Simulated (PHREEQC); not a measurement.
Consider water at 54 °C with 8 mmol/kgw H2SO4, 21 mmol/kgw CuSO4 and 27 mmol/kgw NiSO4. Closed to the air; pH follows from the charge balance.

The numbers come from PHREEQC with the ion-association model, wateq4f.dat.

**Question.** The ionic strength comes out as 0.115 mol/kgw. What activity coefficients do H+, HSO4-, Cu+2, Ni(SO4)2-2, SO4-2 get?

**Answer.** H+ 0.81, HSO4- 0.76, Cu+2 0.37, Ni(SO4)2-2 0.34, SO4-2 0.34.

This is a speciation only: nothing precipitates in the calculation. Species that the database lacks are ignored. Constants without temperature data keep their 25 °C values here.
